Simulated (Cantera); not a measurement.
A freely propagating, adiabatic, planar premixed flame of 49.3 % H2, 14.5 % O2, 36.2 % N2, equivalence ratio 1.7, unburnt at 523 K and 368 Torr; mixture-averaged transport, grid criteria slope 0.08 and curve 0.16, no radiation.

Computed with Cantera and the H2/O2 subset of GRI-Mech 3.0, which has no nitrogen chemistry. Burning velocities carry a grid error of a few per cent, more on coarse grids.

Predict: laminar burning velocity; thermal thickness; peak x(H); peak x(OH); peak x(HO2); peak x(H2O2).


```
Item                        Result
------------------------  --------
laminar burning velocity  863 cm/s
thermal thickness         0.999 mm
peak x(H)                    0.134
peak x(OH)                  0.0134
peak x(HO2)               0.000221
peak x(H2O2)               1.04e-5
```
